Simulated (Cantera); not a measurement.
A perfectly stirred reactor is fed with CH₄ : H₂ = 1 : 9 (molar parts), at 0.683 Torr; it is held at 2000 K, and followed from long to short residence time.

Detailed kinetics in Cantera: GRI-Mech 3.0 (53 species, 325 reactions). GRI-Mech 3.0 stops at C3 and has no aromatics, soot or wall deposition, so with more carbon than oxygen in the feed, carbon stays in small species such as C2H2 where larger ones or solid carbon would form. Radical loss at walls, strong at low pressure, is not modelled.

Q: What does this change do: H2 9 to 31 parts?

A: 
```csv
quantity,before,after
x(CH₄) at τ = 16.0 s,0.00277,0.00133
x(H₂) at τ = 16.0 s,0.941,0.971
x(CH₂) at τ = 16.0 s,9.54e-6,6.05e-6
x(H) at τ = 16.0 s,0.0116,0.0134
x(C₂H₆) at τ = 16.0 s,4.40e-8,1.10e-8
x(CH₄) at τ = 0.240 s,0.0494,0.0214
x(H₂) at τ = 0.240 s,0.921,0.968
x(CH₂) at τ = 0.240 s,1.82e-5,9.18e-6
x(H) at τ = 0.240 s,0.00455,0.00453
x(C₂H₆) at τ = 0.240 s,5.07e-6,8.97e-7
```

Q: What does this change do: H2 9 to 18 parts?

A: 
```tsv
quantity	before	after
x(CH₄) at τ = 16.0 s	0.00277	0.00183
x(H₂) at τ = 16.0 s	0.941	0.961
x(CH₂) at τ = 16.0 s	9.54e-6	7.53e-6
x(H) at τ = 16.0 s	0.0116	0.0127
x(C₂H₆) at τ = 16.0 s	4.40e-8	2.03e-8
x(CH₄) at τ = 0.240 s	0.0494	0.0314
x(H₂) at τ = 0.240 s	0.921	0.952
x(CH₂) at τ = 0.240 s	1.82e-5	1.33e-5
x(H) at τ = 0.240 s	0.00455	0.00467
x(C₂H₆) at τ = 0.240 s	5.07e-6	2.04e-6
```
